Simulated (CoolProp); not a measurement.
Vinyl chloride along the isotherm 156.85 °C: Z from the reference equation and from simpler models built on Tc = 151.9 °C, pc = 5600 kPa, ω = 0.160; each cubic takes its own stable root.

The numbers come from the reference Helmholtz-energy equation of state, Thol 2022 in CoolProp.

| p (kPa) | phase | reference |
|---|---|---|
| 4000 | gas | 0.7111 |
| 8000 | supercritical | 0.2466 |
| 12000 | supercritical | 0.3281 |
| 16000 | supercritical | 0.4130 |
| 20000 | supercritical | 0.4967 |
| 24000 | supercritical | 0.5788 |
| 28000 | supercritical | 0.6594 |
| 32000 | supercritical | 0.7386 |
| 36000 | supercritical | 0.8167 |
| 40000 | supercritical | 0.8937 |
| 44000 | supercritical | 0.9697 |
| 48000 | supercritical | 1.045 |
| 52000 | supercritical | 1.119 |
| 56000 | supercritical | 1.193 |

Task: How far does each simpler model (van der Waals, Redlich-Kwong, Soave-Redlich-Kwong, Peng-Robinson) lie from the reference over these 14 states: mean and median of the absolute difference, and the worst?

Result: 
- van der Waals: mean 34.5 %, median 36.3 %, worst +39.2 % at 156.85 °C and 8000 kPa
- Redlich-Kwong: mean 7.4 %, median 6.2 %, worst +17.9 % at 156.85 °C and 8000 kPa
- Soave-Redlich-Kwong: mean 7.5 %, median 6.3 %, worst +18.7 % at 156.85 °C and 8000 kPa
- Peng-Robinson: mean 4.2 %, median 4.4 %, worst +7.6 % at 156.85 °C and 8000 kPa
